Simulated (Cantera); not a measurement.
What does this Cantera script print?

```python
import numpy as np
import cantera as ct

gas_names = [...]  # 110 gases of nasa_gas.yaml made of C, H, O
cond_names = """
    C(gr) C6H6(L) C7H8(L) C8H18(L),n-octa H2O(s) H2O(L)
""".split()


# ... load() reads the species with a 1 bar reference pressure and builds the phases ...
atoms = {
    'acetone': {'C': 3, 'H': 6, 'O': 1},
    'CO2': {'C': 1, 'O': 2},
    'H2': {'H': 2},
}
top_T = {'C(gr)': 4500}  # K; cautious upper limits of use, not melting points


# ... equilibrate(T, P, feed) seeds the gas with the atoms and calls Mixture.equilibrate('TP', solver="vcs", rtol=1e-11, max_steps=5000) ...
results = []
feed = {'acetone': 1, 'CO2': 0.22, 'H2': 0.42}  # mol
T = 2448  # K
P = 10000  # Pa
mix = equilibrate(T, P, feed)
results.append((T, P, feed, dict(zip(mix.species_names, mix.species_moles))))
print(gas.report(threshold=1e-06))
for i in range(1, mix.n_phases):
    print(f"{mix.phase(i).name:16s} {mix.phase_moles(i):12.5e} mol")
```

Result:

```
       temperature   2448 K
          pressure   10000 Pa
           density   0.0047207 kg/m^3
  mean mol. weight   9.6085 kg/kmol
   phase of matter   gas

                          1 kg             1 kmol
                     ---------------   ---------------
          enthalpy        5.1717e+06        4.9692e+07  J
   internal energy        3.0534e+06        2.9338e+07  J
           entropy             25057        2.4076e+05  J/K
    Gibbs function       -5.6169e+07       -5.3969e+08  J
 heat capacity c_p            3692.9             35483  J/K
 heat capacity c_v            2827.5             27168  J/K

                      mass frac. Y      mole frac. X     chem. pot. / RT
                     ---------------   ---------------   ---------------
               CH2        2.2964e-06         1.573e-06           -26.084
               CH3        1.5524e-05        9.9209e-06           -37.519
               CH4        1.1698e-05        7.0062e-06           -48.954
                CO           0.84174           0.28875           -37.386
               C2H        7.3603e-05        2.8254e-05           -17.864
    C2H2,acetylene           0.01534         0.0056606           -29.298
   C2H2,vinylidene        9.9881e-06        3.6858e-06           -29.298
                C3        8.1537e-06        2.1742e-06            -9.643
              C4H2        0.00010513        2.0178e-05           -35.727
                 H         0.0053431          0.050932           -11.435
                H2           0.13734           0.65458            -22.87
     [  +99 minor]        7.3551e-06        3.0663e-06

C(gr)             1.72268e+00 mol
```

Method: chemical equilibrium by Gibbs-energy minimisation in Cantera with the NASA 1993 tables (ideal gas, pure condensed phases). The feed counts by its element totals alone.
